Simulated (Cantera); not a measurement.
What does this Cantera script print?

```python
import numpy as np
import cantera as ct

gas_names = [...]  # 136 gases of nasa_gas.yaml made of C, H, N, O
cond_names = """
    C(gr) C6H6(L) C7H8(L) C8H18(L),n-octa H2O(s) H2O(L)
""".split()


# ... load() reads the species with a 1 bar reference pressure and builds the phases ...
atoms = {
    'acetone': {'C': 3, 'H': 6, 'O': 1},
    'NH3': {'N': 1, 'H': 3},
    'H2': {'H': 2},
}
top_T = {'C(gr)': 4500}  # K; cautious upper limits of use, not melting points


# ... equilibrate(T, P, feed) seeds the gas with the atoms and calls Mixture.equilibrate('TP', solver="vcs", rtol=1e-11, max_steps=5000) ...
results = []
feed = {'acetone': 1, 'NH3': 0.015, 'H2': 1.1}  # mol
P = 100000  # Pa
for T in [698, 748, 798, 848, 898, 948, 998, 1048]:
    mix = equilibrate(T, P, feed)
    results.append((T, P, feed, dict(zip(mix.species_names, mix.species_moles))))

top = {s: max(r[3][s] / sum(r[3][g] for g in gas_names) for r in results) for s in gas_names}
cols = sorted((s for s in top if top[s] > 1e-05), key=lambda s: -top[s])[:8]
seen = [c for c in cond_names if any(r[3].get(c, 0) > 1e-12 for r in results)]
print("log10 of partial pressures in bar; condensed amounts in mol")
print(f"{'T/K':>10s}" + "".join(f"{s[:9]:>10s}" for s in cols + seen))
for T, P, feed, n in results:
    ng = sum(n[g] for g in gas_names)
    print(f"{T:10.4g}" + "".join(f"{np.log10(max(n[s] / ng * P / 1e5, 1e-99)):10.3f}" for s in cols)
          + "".join(f"{n.get(c, 0):10.4g}" for c in seen))
```

It prints:

```
log10 of partial pressures in bar; condensed amounts in mol
       T/K        H2       CH4       H2O        CO       CO2        N2       NH3     C(gr)
       698    -0.644    -0.340    -0.555    -2.572    -1.501    -2.592    -4.279     1.573
       748    -0.474    -0.427    -0.609    -2.120    -1.462    -2.621    -4.303      1.71
       798    -0.345    -0.547    -0.685    -1.732    -1.441    -2.655    -4.360     1.861
       848    -0.252    -0.697    -0.789    -1.405    -1.452    -2.693    -4.448      1.99
       898    -0.190    -0.875    -0.931    -1.144    -1.518    -2.731    -4.560     2.056
       948    -0.152    -1.070    -1.120    -0.954    -1.664    -2.765    -4.688     2.054
       998    -0.130    -1.271    -1.353    -0.834    -1.896    -2.792    -4.820     2.016
      1048    -0.117    -1.468    -1.614    -0.769    -2.191    -2.809    -4.948     1.984
```

Method: chemical equilibrium by Gibbs-energy minimisation in Cantera with the NASA 1993 tables (ideal gas, pure condensed phases). The feed counts by its element totals alone.
